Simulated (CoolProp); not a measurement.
Saturation properties of R123 (Tc = 456.8 K, pc = 3662 kPa, ω = 0.282).

Values from CoolProp's reference Helmholtz-energy equation of state, Younglove 1994. It is a modified Benedict-Webb-Rubin equation, recast in Helmholtz form.

| T (K) | p (kPa) | enthalpy of vaporisation (kJ/kg) | liquid viscosity (µPa s) |
|---|---|---|---|
| 320.6 | 196.3 | 161.6 | 325 |
| 323.3 | 213.4 | 160.4 | 315 |
| 326 | 231.7 | 159.1 | ? |
| 328.7 | 251.2 | 157.9 | 298 |
| 331.4 | 271.8 | 156.6 | 289 |
| 334.1 | ? | 155.3 | 281 |
| 336.8 | 317.0 | 154.0 | 273 |
| 339.5 | 341.6 | 152.6 | 266 |
| 342.2 | 367.7 | ? | ? |
| 344.8 | 394.2 | 149.9 | ? |
| 347.5 | 423.2 | ? | 244 |
| 350.2 | 453.8 | 147.1 | 238 |
| 352.9 | 486.0 | 145.7 | 231 |
| 355.6 | 519.9 | 144.2 | 225 |
| 358.3 | 555.6 | 142.7 | 219 |

### Question
Complete the blanks.

### Answer

- 326, liquid viscosity (µPa s): 306
- 334.1, p (kPa): 293.8
- 342.2, enthalpy of vaporisation (kJ/kg): 151.3
- 342.2, liquid viscosity (µPa s): 258
- 344.8, liquid viscosity (µPa s): 251
- 347.5, enthalpy of vaporisation (kJ/kg): 148.5

It boils at 301.0 K under 1 atm.

Viscosity comes from a separate model (Tanaka 1996).
